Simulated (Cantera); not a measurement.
## Diamond growth

A diamond (100) surface in a fixed gas of H2 with x(CH4) = 0.002, x(H) = 0.00079, x(CH3) = 0.0007, at 1000 K; coverages are run to steady state.

Model: the Harris–Goodwin 1993 mechanism for the reconstructed diamond (100) surface, integrated in Cantera.

```json
[
 {"P (Pa)": "960", "growth (µm/h)": "1.16", "θ c6HH": "0.477", "θ c6H*": "0.0142", "θ c6*H": "0.291", "θ c6**": "0.00579", "θ c6HM": "0.154"},
 {"P (Pa)": "1500", "growth (µm/h)": "2.12", "θ c6HH": "0.454", "θ c6H*": "0.0135", "θ c6*H": "0.276", "θ c6**": "0.00549", "θ c6HM": "0.182"},
 {"P (Pa)": "2300", "growth (µm/h)": "3.66", "θ c6HH": "0.434", "θ c6H*": "0.0129", "θ c6*H": "0.264", "θ c6**": "0.00525", "θ c6HM": "0.206"},
 {"P (Pa)": "3600", "growth (µm/h)": "6.27", "θ c6HH": "0.418", "θ c6H*": "0.0124", "θ c6*H": "0.254", "θ c6**": "0.00504", "θ c6HM": "0.226"},
 {"P (Pa)": "5600", "growth (µm/h)": "10.4", "θ c6HH": "0.406", "θ c6H*": "0.0120", "θ c6*H": "0.246", "θ c6**": "0.00489", "θ c6HM": "0.241"},
 {"P (Pa)": "8700", "growth (µm/h)": "16.8", "θ c6HH": "0.398", "θ c6H*": "0.0118", "θ c6*H": "0.241", "θ c6**": "0.00478", "θ c6HM": "0.252"},
 {"P (Pa)": "14000", "growth (µm/h)": "27.8", "θ c6HH": "0.392", "θ c6H*": "0.0116", "θ c6*H": "0.237", "θ c6**": "0.00470", "θ c6HM": "0.259"},
 {"P (Pa)": "21000", "growth (µm/h)": "42.4", "θ c6HH": "0.388", "θ c6H*": "0.0115", "θ c6*H": "0.234", "θ c6**": "0.00466", "θ c6HM": "0.264"}
]
```
θ: site fractions in the mechanism's names (c6HH fully hydrogenated, c6H* and c6*H radical sites, c6** diradical, c6HM methylated).
